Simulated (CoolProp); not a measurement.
The numbers come from the reference Helmholtz-energy equation of state, Thol 2019 in CoolProp.

Question: Give the vapour pressure (bar), liquid density (kg/m³), enthalpy of vaporisation (kJ/kg), vapour Z of saturated n-pentane at 7.15, 15.25 °C.

Answer: 
```csv
T (°C),p (bar),liquid density (kg/m³),enthalpy of vaporisation (kJ/kg),vapour Z
7.15,0.335,639,380,0.980
15.25,0.469,631,374,0.975
```
